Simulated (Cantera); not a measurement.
# Thermal oxidation and active oxidation of silicon: Si + CO2 + N2

A closed system holds: 1 mol Si, 0.11 mol CO2, 6.8 mol N2, equilibrated at 101000 Pa.

Method: chemical equilibrium by Gibbs-energy minimisation in Cantera with the NASA 1993 tables (ideal gas, pure condensed phases). Candidate condensed phases: C, Si, SiC, SiO2, Si2N2O, Si3N4; 34 gas species. N2 is the only nitrogen source here; it is nearly inert below about 1500 K, so the nitride shown seldom forms there in practice. Mutual solubility and eutectic melting of coexisting phases are not modelled. Kinetics and transport are ignored.

| T (K) | x N2 | x CO | x SiO | x Si | x SiN | n C(graphite) | n Si2N2O(s) | n Si3N4(s) | n SiC(s) |
|---|---|---|---|---|---|---|---|---|---|
| 1300 | 1.000 | 1.55e-6 | 2.42e-11 | <1e-12 | <1e-12 | 0.110 | 0.220 | 0.187 | 0 |
| 1350 | 1.000 | 4.77e-6 | 1.77e-10 | <1e-12 | <1e-12 | 0.110 | 0.220 | 0.187 | 0 |
| 1400 | 1.000 | 1.35e-5 | 1.12e-9 | <1e-12 | <1e-12 | 0.110 | 0.220 | 0.187 | 0 |
| 1450 | 1.000 | 3.57e-5 | 6.23e-9 | 2.00e-12 | 3.22e-12 | 0.110 | 0.220 | 0.187 | 0 |
| 1500 | 1.000 | 8.81e-5 | 3.08e-8 | 1.35e-11 | 1.74e-11 | 0.109 | 0.219 | 0.187 | 0 |
| 1550 | 1.000 | 0.000205 | 1.37e-7 | 8.03e-11 | 8.45e-11 | 0.109 | 0.219 | 0.188 | 0 |
| 1600 | 1.000 | 0.000452 | 5.53e-7 | 4.27e-10 | 3.70e-10 | 0.107 | 0.217 | 0.189 | 0 |
| 1650 | 0.999 | 0.000949 | 2.05e-6 | 2.05e-9 | 1.48e-9 | 0.104 | 0.214 | 0.191 | 0 |
| 1700 | 0.998 | 0.00191 | 7.02e-6 | 8.94e-9 | 5.44e-9 | 0.0982 | 0.208 | 0.195 | 0 |
| 1750 | 0.997 | 0.00289 | 2.24e-5 | 3.58e-8 | 1.86e-8 | 0 | 0.202 | 0.168 | 0.0919 |
| 1800 | 0.996 | 0.00387 | 6.66e-5 | 1.33e-7 | 5.91e-8 | 0 | 0.195 | 0.174 | 0.0857 |
| 1850 | 0.995 | 0.00511 | 0.000187 | 4.58e-7 | 1.76e-7 | 0 | 0.187 | 0.182 | 0.0779 |
| 1900 | 0.993 | 0.00664 | 0.000496 | 1.48e-6 | 4.96e-7 | 0 | 0.175 | 0.193 | 0.0683 |
| 1950 | 0.990 | 0.00850 | 0.00125 | 4.49e-6 | 1.32e-6 | 0 | 0.159 | 0.206 | 0.0565 |
x: gas mole fraction; n: condensed amount in mol.

From 1300 K to 1700 K the condensed part is C(graphite) + Si2N2O(s) + Si3N4(s). From 1750 K to 1950 K the condensed part is SiC(s) + Si2N2O(s) + Si3N4(s).
